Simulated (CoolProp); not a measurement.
Properties of fluorine along the isobar 0.101 MPa.

Computed with CoolProp (reference Helmholtz-energy equation of state, de Reuck 1990).

| T (K) | phase | isothermal compressibility (1/MPa) | expansivity (1/kK) | fugacity coefficient |
|---|---|---|---|---|
| 122.6 | gas | 10.01 | 8.435 | 0.9895 |
| 138.3 | gas | 9.974 | 7.398 | 0.9928 |
| 153.9 | gas | 9.953 | 6.605 | 0.9949 |
| 169.5 | gas | 9.939 | 5.972 | 0.9962 |
| 185.1 | gas | 9.929 | 5.453 | 0.9972 |
| 200.7 | gas | 9.922 | 5.019 | 0.9978 |
| 216.3 | gas | 9.918 | 4.651 | 0.9983 |
| 232 | gas | 9.914 | 4.331 | 0.9987 |
| 247.6 | gas | 9.911 | 4.055 | 0.9990 |
| 263.2 | gas | 9.909 | 3.812 | 0.9992 |
| 278.8 | gas | 9.907 | 3.597 | 0.9994 |
